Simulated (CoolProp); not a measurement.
The fluid at 341.41 K and 14.5 MPa flows at 1.1 m/s in a round tube of 20 mm bore and 15 µm roughness, fully developed (64/Re and Nu = 3.66 if laminar; Colebrook and Gnielinski if turbulent). The same conditions are run with several fluids, on thermodynamics alone (safety and materials aside).

The numbers come from the reference Helmholtz-energy equation of state of each fluid (R134a: Tillner-Roth 1994; R123: Younglove 1994; toluene: Lemmon 2006; C3F8 (R218): Lemmon 2006; R22: Kamei 1995) in CoolProp.

```json
[
 {"fluid": "R134a", "Reynolds number": "___", "Darcy friction factor": "0.0203", "pressure drop (Pa/m)": "699", "heat-transfer coefficient (W/(m² K))": "2700", "mass flow (kg/h)": "1410"},
 {"fluid": "R123", "Reynolds number": "95100", "Darcy friction factor": "___", "pressure drop (Pa/m)": "___", "heat-transfer coefficient (W/(m² K))": "___", "mass flow (kg/h)": "1750"},
 {"fluid": "toluene", "Reynolds number": "46300", "Darcy friction factor": "___", "pressure drop (Pa/m)": "596", "heat-transfer coefficient (W/(m² K))": "1900", "mass flow (kg/h)": "___"},
 {"fluid": "C3F8 (R218)", "Reynolds number": "176000", "Darcy friction factor": "___", "pressure drop (Pa/m)": "795", "heat-transfer coefficient (W/(m² K))": "2100", "mass flow (kg/h)": "1620"},
 {"fluid": "R22", "Reynolds number": "233000", "Darcy friction factor": "0.0198", "pressure drop (Pa/m)": "666", "heat-transfer coefficient (W/(m² K))": "2990", "mass flow (kg/h)": "___"}
]
```

Task: Some entries are withheld; supply them.

Result: 
- R134a, Reynolds number: 161000
- R123, Darcy friction factor: 0.0214
- R123, pressure drop (Pa/m): 909
- R123, heat-transfer coefficient (W/(m² K)): 1940
- toluene, Darcy friction factor: 0.0236
- toluene, mass flow (kg/h): 1040
- C3F8 (R218), Darcy friction factor: 0.0202
- R22, mass flow (kg/h): 1380

Transport values come from each fluid's own correlations; those of R134a, C3F8 (R218), R22 are estimates that may be off by 10 % or more.
